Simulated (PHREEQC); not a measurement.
## Copper plating or etch bath: an equilibrium model

A solution holds 0.11 mol Cu(BF4)2 and 0.00012 mol NaCl per kg of water, at 20 °C. Closed to the air; pH follows from the charge balance.

Computed with PHREEQC (ion-association model, wateq4f.dat).

```
Property                   Value
-----------------  -------------
pH                          2.52
ionic strength     0.331 mol/kgw
activity of water          0.994
total alkalinity     -660 meq/kg
```

```tsv
species	molality	activity	log γ
BF4-	0.210	0.133	-0.198
Cu+2	0.108	0.0308	-0.546
HF	0.00831	0.00897	0.033
BF3OH-	0.00779	0.00494	-0.198
H+	0.00390	0.00304	-0.108
F-	0.00322	0.00215	-0.175
CuF+	0.00157	0.00115	-0.134
H3BO3	0.00100	0.00108	0.033
BF2(OH)2-	0.000985	0.000624	-0.198
H2F2	0.000232	0.000251	0.033
Na+	0.000120	8.67e-5	-0.141
Cl-	0.000113	7.62e-5	-0.170
HF2-	0.000106	7.10e-5	-0.175
CuCl+	7.22e-6	4.93e-6	-0.166
BF(OH)3-	1.39e-6	8.80e-7	-0.198
```

No solid was allowed to form. Real BF4- forms and hydrolyses slowly; the run takes it at equilibrium.
